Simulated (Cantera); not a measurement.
**Premixed flame**

A freely propagating, adiabatic, planar premixed flame of H2 : O2 : N2 : H2O = 1 : 0.847 : 3.19 : 0.99 (molar parts), unburnt at 723 K and 0.132 atm; multicomponent transport, grid criteria slope 0.08 and curve 0.16, no radiation.

Model: the H2/O2 subset of GRI-Mech 3.0, which has no nitrogen chemistry, integrated in Cantera. Burning velocities carry a grid error of a few per cent, more on coarse grids. Lean hydrogen flames are cellular in practice and burn faster than this planar one.

```
z (mm)  T (K)  u (m/s)     x H2    x O2  x H2O       x H       x O      x OH
------  -----  -------  -------  ------  -----  --------  --------  --------
-19.1     723     5.67    0.166   0.141  0.164     <1e-8     <1e-8     <1e-8
-12.7     723     5.67    0.166   0.141  0.164     <1e-8     <1e-8     <1e-8
-9.53     723     5.67    0.166   0.141  0.164     <1e-8     <1e-8     <1e-8
-6.35     723     5.67    0.166   0.141  0.164   4.24e-7   2.57e-8     <1e-8
-3.18     731     5.72    0.164   0.140  0.165  0.000257   1.60e-5   2.77e-5
-1.59     823     6.38    0.145   0.137  0.178   0.00403  0.000349  0.000314
0        1080     8.19   0.0777   0.111  0.235    0.0226   0.00420   0.00224
1.59     1292     9.68   0.0279  0.0793  0.293    0.0309   0.00914   0.00613
3.18     1398     10.4   0.0205  0.0724  0.307    0.0256   0.00948   0.00803
6.35     1513     11.2   0.0176  0.0692  0.317    0.0175   0.00817   0.00948
12.7     1624     11.9   0.0140  0.0665  0.327    0.0103   0.00619    0.0101
25.4     1718     12.5  0.00966  0.0645  0.337   0.00511   0.00409   0.00967
50.8     1791     13.0  0.00561  0.0633  0.346   0.00204   0.00230   0.00811
```
x: mole fraction of selected species; z is measured from the peak of heat release.

```
Quantity                    Result
------------------------  --------
laminar burning velocity  567 cm/s
thermal thickness          6.35 mm
peak x(H)                   0.0312
peak x(O)                  0.00960
peak x(OH)                  0.0102
grid points                    115
```
